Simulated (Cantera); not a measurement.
**TiCl4 + H2O (titanium nitride, carbide and oxide coatings)**

Input: 1 mol TiCl4, 17 mol H2O, at 73.0 Pa.

Equilibrium computed with Cantera from the NASA thermochemical tables; the gas is ideal and each condensed phase is pure. Candidate condensed phases: H2O, Ti, TiCl2, TiCl3, TiCl4, TiO, TiO2, Ti2O3, Ti3O5, Ti4O7; 23 gas species. The numbers say what is thermodynamically allowed, not how fast it happens.

| T (°C) | log p H2O | log p HCl | log p H2 | log p Cl | log p O2 | log p OH | log p H | log p O | n TiO2(rutile) |
|---|---|---|---|---|---|---|---|---|---|
| 1077 | -3.24 | -3.81 | -6.38 | -6.33 | -7.09 | -7.46 | -8.81 | -9.92 | 1.00 |
| 1152 | -3.24 | -3.82 | -6.06 | -6.04 | -6.73 | -7.04 | -8.20 | -9.22 | 1.00 |
| 1227 | -3.24 | -3.82 | -5.76 | -5.78 | -6.40 | -6.66 | -7.64 | -8.59 | 1.00 |
| 1302 | -3.24 | -3.82 | -5.50 | -5.56 | -6.11 | -6.31 | -7.13 | -8.02 | 1.00 |
| 1377 | -3.24 | -3.83 | -5.26 | -5.35 | -5.84 | -6.00 | -6.67 | -7.51 | 1.000 |
| 1452 | -3.25 | -3.84 | -5.03 | -5.16 | -5.60 | -5.72 | -6.25 | -7.04 | 1.000 |
| 1527 | -3.26 | -3.85 | -4.83 | -5.00 | -5.38 | -5.46 | -5.86 | -6.61 | 1.000 |
| 1602 | -3.27 | -3.87 | -4.65 | -4.85 | -5.18 | -5.23 | -5.51 | -6.21 | 0.999 |
| 1677 | -3.28 | -3.89 | -4.49 | -4.71 | -5.00 | -5.02 | -5.18 | -5.85 | 0.998 |
log p: log10 of the partial pressure in bar; n: condensed amount in mol.

From 1077 °C to 1677 °C the condensed part is TiO2(rutile).
